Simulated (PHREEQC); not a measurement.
# Silver or lead bath: speciation

A solution holds 1.4 mmol/kgw Ag2SO4, 180 mmol/kgw HF and 110 mmol/kgw Cu(NO3)2, at 50 °C. Closed to the air; pH follows from the charge balance.

All values are PHREEQC results (ion-association model, wateq4f.dat), not measurements.

Each row changes one thing in this solution. No solid was allowed to form.

```tsv
case	pH	ionic strength (mol/kgw)	HF (mol/kgw)	Cu+2 (mol/kgw)	H2F2 (mol/kgw)	F- (mol/kgw)	SI of CuF2:2H2O (CuF2:2H2O)	SI of Tenorite (CuO)
as made	1.93	0.338	0.126	0.105	0.0173	0.00728	-1.45	-4.46
Ag2SO4 from 0.0014 to 0.00126 mol/kgw	1.93	0.338	0.126	0.105	0.0173	0.00728	-1.45	-4.46
Ag2SO4 left out	1.92	?	0.126	0.106	0.0173	0.00721	-1.46	-4.47
diluted 10-fold with water	2.57	0.0357	0.0143	0.0106	0.000208	0.00267	?	-3.89
0.029 mol/kgw KNO3 added	1.93	0.368	0.125	0.105	0.0173	0.00738	-1.46	-4.47
```

### Question
Complete the blanks.

### Answer

- Ag2SO4 left out, ionic strength (mol/kgw): 0.337
- diluted 10-fold with water, SI of CuF2:2H2O (CuF2:2H2O): -2.82

Complexes and solids missing from the database can't appear. wateq4f.dat counts part of the HF as a dimer, H2F2, which phreeqc.dat doesn't know; its constant is uncertain. Constants without temperature data keep their 25 °C values here.
